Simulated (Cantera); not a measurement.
Charge: 1 mol Fe₂O₃, 6.2 mol Cl₂, at 1.33 mbar.

Equilibrium computed with Cantera from the NASA thermochemical tables; the gas is ideal and each condensed phase is pure. Candidate condensed phases: Fe, FeCl₂, FeCl₃, FeO, Fe₂O₃, Fe₃O₄; 13 gas species. Condensed phases not in the tables: FeOCl. Equilibrium is a limit: real reactors are often held back by kinetics, nucleation or transport.

log p: log10 of the partial pressure in bar; n: condensed amount in mol.

```tsv
T (K)	log p Cl₂	log p Cl	log p O₂	log p FeCl₂	log p FeCl₃	log p O	log p ClO	n Fe₂O₃(s)
625	-2.88	-8.72	-6.64	-11.01	-6.52	<-14	___	0.999
775	-2.88	-6.73	-5.23	-7.79	-5.10	<-14	___	0.982
925	-2.92	-5.39	-4.31	-5.66	-4.21	-13.03	___	0.848
1075	-3.06	-4.49	-3.73	-4.23	-3.72	-10.75	___	0.371
1225	-3.23	-3.83	-3.59	-3.67	-3.89	-9.17	___	0
1375	-3.43	-3.35	-3.66	-3.59	-4.43	-8.03	___	0
1525	-3.90	-3.11	-3.73	-3.62	-5.11	-7.11	-6.60	0
1675	-4.54	-3.04	-3.77	-3.64	-5.79	-6.35	-6.62	0
```

### Question
Fill in the missing entries.

### Answer

- 625, log p ClO: -12.56
- 775, log p ClO: -10.21
- 925, log p ClO: -8.66
- 1075, log p ClO: -7.64
- 1225, log p ClO: -7.05
- 1375, log p ClO: -6.71
